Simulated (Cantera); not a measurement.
**CuO + C + CO (carbothermic reduction)**

A closed system holds: 1 mol CuO, 1.1 mol C, 0.063 mol CO, held at 1952 °C.

Method: chemical equilibrium by Gibbs-energy minimisation in Cantera with the NASA 1993 tables (ideal gas, pure condensed phases). Candidate condensed phases: C, Cu, CuO, Cu₂O; 15 gas species. Equilibrium is a limit: real reactors are often held back by kinetics, nucleation or transport.

```json
[
 {"P (Pa)": "10", "log p CO": "-4.29", "log p Cu": "-4.31", "log p Cu₂": "-9.17", "log p CO₂": "-13.58", "log p C₃": "-8.40", "log p C": "-8.63", "log p C₂": "-9.46", "log p C₅": "-11.51", "n C(graphite)": "0.0997", "n Cu(l)": "0"},
 {"P (Pa)": "36", "log p CO": "-3.73", "log p Cu": "-3.76", "log p Cu₂": "-8.05", "log p CO₂": "-12.47", "log p C₃": "-8.40", "log p C": "-8.63", "log p C₂": "-9.46", "log p C₅": "-11.51", "n C(graphite)": "0.0999", "n Cu(l)": "0"},
 {"P (Pa)": "130", "log p CO": "-3.17", "log p Cu": "-3.20", "log p Cu₂": "-6.94", "log p CO₂": "-11.36", "log p C₃": "-8.40", "log p C": "-8.63", "log p C₂": "-9.46", "log p C₅": "-11.51", "n C(graphite)": "0.1000", "n Cu(l)": "0"},
 {"P (Pa)": "460", "log p CO": "-2.63", "log p Cu": "-2.65", "log p Cu₂": "-5.84", "log p CO₂": "-10.26", "log p C₃": "-8.40", "log p C": "-8.63", "log p C₂": "-9.46", "log p C₅": "-11.51", "n C(graphite)": "0.1000", "n Cu(l)": "0"},
 {"P (Pa)": "1700", "log p CO": "-2.06", "log p Cu": "-2.09", "log p Cu₂": "-4.71", "log p CO₂": "-9.12", "log p C₃": "-8.40", "log p C": "-8.63", "log p C₂": "-9.46", "log p C₅": "-11.51", "n C(graphite)": "0.1000", "n Cu(l)": "0"},
 {"P (Pa)": "6000", "log p CO": "-1.50", "log p Cu": "-1.55", "log p Cu₂": "-3.64", "log p CO₂": "-8.00", "log p C₃": "-8.40", "log p C": "-8.63", "log p C₂": "-9.46", "log p C₅": "-11.51", "n C(graphite)": "0.1000", "n Cu(l)": "0.0474"},
 {"P (Pa)": "22000", "log p CO": "-0.72", "log p Cu": "-1.55", "log p Cu₂": "-3.64", "log p CO₂": "-6.44", "log p C₃": "-8.40", "log p C": "-8.63", "log p C₂": "-9.46", "log p C₅": "-11.51", "n C(graphite)": "0.100", "n Cu(l)": "0.842"},
 {"P (Pa)": "77000", "log p CO": "-0.13", "log p Cu": "-1.55", "log p Cu₂": "-3.64", "log p CO₂": "-5.27", "log p C₃": "-8.40", "log p C": "-8.63", "log p C₂": "-9.46", "log p C₅": "-11.51", "n C(graphite)": "0.100", "n Cu(l)": "0.959"},
 {"P (Pa)": "280000", "log p CO": "0.44", "log p Cu": "-1.55", "log p Cu₂": "-3.64", "log p CO₂": "-4.12", "log p C₃": "-8.40", "log p C": "-8.63", "log p C₂": "-9.46", "log p C₅": "-11.51", "n C(graphite)": "0.100", "n Cu(l)": "0.989"},
 {"P (Pa)": "1000000", "log p CO": "1.00", "log p Cu": "-1.55", "log p Cu₂": "-3.64", "log p CO₂": "-3.01", "log p C₃": "-8.40", "log p C": "-8.63", "log p C₂": "-9.46", "log p C₅": "<-11", "n C(graphite)": "0.100", "n Cu(l)": "0.997"}
]
```
log p: log10 of the partial pressure in bar; n: condensed amount in mol.

From 0.000100 bar to 0.0170 bar the condensed part is C(graphite). From 0.0600 bar to 10.0 bar the condensed part is C(graphite) + Cu(l). The main Cu-bearing gas is Cu throughout.
